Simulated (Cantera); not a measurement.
A freely propagating, adiabatic, planar premixed flame of 19.3 % H2, 16.9 % O2, 63.7 % N2, unburnt at 525 K and 56000 Pa; unity-Lewis-number transport, grid criteria slope 0.08 and curve 0.16, no radiation.

Cantera simulation using the H2/O2 subset of GRI-Mech 3.0, which has no nitrogen chemistry; the numbers are that mechanism's predictions, not measurements. Unity Lewis numbers drop preferential diffusion, which matters most where H2 and H carry the flame. Burning velocities carry a grid error of a few per cent, more on coarse grids. Lean hydrogen flames are cellular in practice and burn faster than this planar one.

x: mole fraction of selected species; z is measured from the peak of heat release.

```json
[
 {"z (mm)": "-1.82", "T (K)": "525", "u (m/s)": "2.41", "x H2": "0.193", "x O2": "0.169", "x H": "<1e-8", "x O": "<1e-8", "x OH": "<1e-8", "x HO2": "___"},
 {"z (mm)": "-1.21", "T (K)": "525", "u (m/s)": "2.41", "x H2": "0.193", "x O2": "0.169", "x H": "<1e-8", "x O": "<1e-8", "x OH": "<1e-8", "x HO2": "___"},
 {"z (mm)": "-0.908", "T (K)": "525", "u (m/s)": "2.41", "x H2": "0.193", "x O2": "0.169", "x H": "<1e-8", "x O": "1.37e-8", "x OH": "<1e-8", "x HO2": "___"},
 {"z (mm)": "-0.605", "T (K)": "528", "u (m/s)": "2.43", "x H2": "0.193", "x O2": "0.169", "x H": "1.73e-8", "x O": "2.84e-7", "x OH": "1.13e-8", "x HO2": "___"},
 {"z (mm)": "-0.303", "T (K)": "601", "u (m/s)": "2.75", "x H2": "0.184", "x O2": "0.165", "x H": "7.71e-5", "x O": "2.85e-5", "x OH": "3.82e-5", "x HO2": "___"},
 {"z (mm)": "-0.151", "T (K)": "835", "u (m/s)": "3.76", "x H2": "0.152", "x O2": "0.150", "x H": "0.00350", "x O": "0.000569", "x OH": "0.000528", "x HO2": "___"},
 {"z (mm)": "0", "T (K)": "1180", "u (m/s)": "5.20", "x H2": "0.0759", "x O2": "0.116", "x H": "0.0219", "x O": "0.00547", "x OH": "0.00329", "x HO2": "___"},
 {"z (mm)": "0.151", "T (K)": "1409", "u (m/s)": "6.11", "x H2": "0.0259", "x O2": "0.0893", "x H": "0.0287", "x O": "0.0121", "x OH": "0.00760", "x HO2": "___"},
 {"z (mm)": "0.303", "T (K)": "1532", "u (m/s)": "6.58", "x H2": "0.0153", "x O2": "0.0823", "x H": "0.0226", "x O": "0.0131", "x OH": "0.00947", "x HO2": "___"},
 {"z (mm)": "0.605", "T (K)": "1661", "u (m/s)": "7.06", "x H2": "0.0113", "x O2": "0.0798", "x H": "0.0135", "x O": "0.0105", "x OH": "0.0106", "x HO2": "___"},
 {"z (mm)": "1.21", "T (K)": "1776", "u (m/s)": "7.48", "x H2": "0.00777", "x O2": "0.0788", "x H": "0.00656", "x O": "0.00698", "x OH": "0.0104", "x HO2": "___"},
 {"z (mm)": "2.42", "T (K)": "1863", "u (m/s)": "7.80", "x H2": "0.00439", "x O2": "0.0786", "x H": "0.00249", "x O": "0.00384", "x OH": "0.00878", "x HO2": "___"},
 {"z (mm)": "4.84", "T (K)": "1917", "u (m/s)": "7.99", "x H2": "0.00208", "x O2": "0.0790", "x H": "0.000757", "x O": "0.00179", "x OH": "0.00647", "x HO2": "___"}
]
```

Task: Some entries are withheld; supply them.

Result: 
- -1.82, x HO2: 1.03e-8
- -1.21, x HO2: 1.56e-7
- -0.908, x HO2: 9.61e-7
- -0.605, x HO2: 9.83e-6
- -0.303, x HO2: 0.000153
- -0.151, x HO2: 0.000124
- 0, x HO2: 6.17e-5
- 0.151, x HO2: 3.78e-5
- 0.303, x HO2: 2.89e-5
- 0.605, x HO2: 2.15e-5
- 1.21, x HO2: 1.47e-5
- 2.42, x HO2: 8.68e-6
- 4.84, x HO2: 4.54e-6
